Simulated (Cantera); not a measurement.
Feed: 1 mol Fe2O3, 0.25 mol SO3, 0.55 mol O2, 0.31 mol H2S, at 1023 K and 1000 Pa.

Cantera equilibrium calculation (NASA polynomials, part measured and part estimated; ideal gas, pure solids and liquids). Candidate condensed phases: Fe, FeO, Fe(OH)2, Fe(OH)3, FeS, FeSO4, FeS2, Fe2O3, Fe2(SO4)3, Fe3O4, H2O, H2SO4, S; 22 gas species. Equilibrium is a limit: real reactors are often held back by kinetics, nucleation or transport.

Base state: SO2 0.497, H2O 0.291, O2 0.183, SO3 0.0294 (mole fractions); condensed: Fe2O3(s).

Problem. What changes in the equilibrium state with this change: pressure from 1000 Pa to 230000 Pa?

Solution. 
| species | before | after |
|---|---|---|
| SO2 | 0.497 | 0.347 |
| H2O | 0.291 | 0.320 |
| SO3 | 0.0294 | 0.232 |
| O2 | 0.183 | 0.101 |
| H2SO4 | 2.88e-7 | 0.000574 |
| Fe2O3(s), mol | 1.00 | 1.00 |

Problem. What changes in the equilibrium state with this change: H2S from 0.31 to 4.5 mol?

Solution. 
```csv
species,before,after
H2O,0.291,0.673
S2,<1e-9,0.158
SO2,0.497,0.0752
O2,0.183,<1e-9
H2S,<1e-9,0.0746
SO3,0.0294,<1e-9
H2,1.16e-9,0.0176
S2O,<1e-9,0.00125
SH,<1e-9,5.29e-5
SO,<1e-9,5.01e-5
"Fe2O3(s), mol",1.00,0
"FeS(s), mol",0,2.00
```
FeS: taken at fixed stoichiometry. Gases not in the tables: S3 to S7.
